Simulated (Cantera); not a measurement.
Input: 1 mol Cr, 6.9 mol N₂, equilibrated at 975 K and 0.473 Torr.

Method: chemical equilibrium by Gibbs-energy minimisation in Cantera with the NASA 1993 tables (ideal gas, pure condensed phases). Candidate condensed phases: Cr, CrN, Cr₂N; 4 gas species. The numbers say what is thermodynamically allowed, not how fast it happens.

Base state: N₂ 1.00 (mole fractions); condensed: Cr₂N(s).

Q: What changes in the equilibrium state with this change: pressure from 0.473 Torr to 750 Torr?

A: 
```tsv
species	before	after
N₂	1.00	1.00
Cr₂N(s), mol	0.500	0
CrN(s), mol	0	1.00
```

Q: What changes in the equilibrium state with this change: temperature from 975 K to 2673.15 K?

A: 
```
species       before    after
------------  ------  -------
N₂              1.00    0.873
Cr             <1e-9    0.127
N              <1e-9  4.88e-5
Cr₂N(s), mol   0.500        0
```
